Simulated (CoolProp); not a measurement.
Properties of ethanol along the isotherm 620 K (Tc = 514.7 K, pc = 6268 kPa, ω = 0.644).

Model: reference Helmholtz-energy equation of state, Schroeder 2014, in CoolProp.

```csv
p (kPa),phase,density (kg/m³),cp (kJ/(kg K)),isothermal compressibility (1/MPa),viscosity (µPa s),fugacity coefficient
2090,gas,19.48,2.545,0.4997,18.5,0.9599
4180,gas,40.84,2.724,0.2631,19.1,0.9204
6270,supercritical,64.65,2.951,0.1872,20.2,0.8812
8360,supercritical,91.81,3.249,0.1525,21.7,0.8420
10400,supercritical,122.8,3.631,0.1345,23.8,0.8037
12500,supercritical,160.6,4.104,0.1214,26.9,0.7644
14600,supercritical,204.0,4.538,0.1053,31.0,0.7259
16700,supercritical,248.8,4.764,0.08285,35.8,0.6896
18800,supercritical,289.0,4.767,0.06036,40.5,0.6568
20900,supercritical,322.1,4.686,0.04414,44.7,0.6282
23000,supercritical,349.2,4.604,0.03365,48.4,0.6037
25100,supercritical,371.9,4.536,0.02672,51.6,0.5827
27200,supercritical,391.3,4.477,0.02190,54.5,0.5648
29300,supercritical,408.1,4.425,0.01837,57.2,0.5495
31300,supercritical,422.2,4.379,0.01582,59.4,0.5370
```

Viscosity comes from a separate model (Kiselev 2005).
